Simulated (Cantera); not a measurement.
A closed system holds: 1 mol SiC, a varied amount of CO2, 170 mol H2, held at 1902 °C and 27.0 mbar.

Equilibrium computed with Cantera from the NASA thermochemical tables; the gas is ideal and each condensed phase is pure. Candidate condensed phases: C, C6H6, C7H8, C8H18, H2O, Si, SiC, SiO2; 123 gas species. Gases not in the tables: Si2H6 and higher silanes. Rates play no part.

Task: Which condensed phases are stable at each of these points (n(CO2) (mol)): 0.016, 0.04, 0.1, 0.25, 0.65, 1.6, 4.1?

Result: 
| n(CO2) (mol) | condensed phases | Si condensed (%) |
|---|---|---|
| 0.016 | SiC(s) | 64.1 |
| 0.04 | SiC(s) | 63.2 |
| 0.1 | SiC(s) | 60.7 |
| 0.25 | SiC(s) | 53.7 |
| 0.65 | SiC(s) | 30.6 |
| 1.6 | gas only | 0.0 |
| 4.1 | gas only | 0.0 |

From 0.016 mol CO2 to 0.65 mol CO2 the condensed part is SiC(s). From 1.6 mol CO2 to 4.1 mol CO2 nothing is condensed.
